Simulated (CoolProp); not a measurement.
The fluid at 303.25 K and 1.28 MPa is throttled through a valve to 0.345 MPa with no heat exchange. The same conditions are run with several fluids, on thermodynamics alone (safety and materials aside).

The numbers come from the reference Helmholtz-energy equation of state of each fluid (R245fa: Akasaka 2015; R1224YDZ: Akasaka 2023; R113: Marx 1992; water: Wagner 2002; R141b: Lemmon 2006) in CoolProp.

```tsv
fluid	temperature change (K)	final density (kg/m³)
R245fa	+0.2	1320
R1224YDZ	+0.2	1350
R113	+0.3	1550
water	+0.2	996
R141b	+0.3	1220
```
